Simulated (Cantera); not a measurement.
Feed: 1 mol SiC, a varied amount of Si, 3.2 mol H₂, equilibrated at 2400 K and 0.130 bar.

Cantera equilibrium calculation (NASA polynomials, part measured and part estimated; ideal gas, pure solids and liquids). Candidate condensed phases: C, C₆H₆, C₇H₈, C₈H₁₈, Si, SiC; 87 gas species. Mutual solubility and eutectic melting of coexisting phases are not modelled. Gases not in the tables: Si₂H₆ and higher silanes. The numbers say what is thermodynamically allowed, not how fast it happens.

Problem. What share of the Si ends up in condensed phases as a function of n(Si) (mol), at 0.0079, 0.013, 0.023, 0.039, 0.066, 0.11, 0.19, 0.32?

Solution. 
```
n(Si) (mol)  Si condensed (%)              as
-----------  ----------------  --------------
0.0079                   97.4          SiC(s)
0.013                    97.1          SiC(s)
0.023                    96.6          SiC(s)
0.039                    95.4          SiC(s)
0.066                    93.0          SiC(s)
0.11                     92.8  Si(l) + SiC(s)
0.19                     93.3  Si(l) + SiC(s)
0.32                     93.9  Si(l) + SiC(s)
```
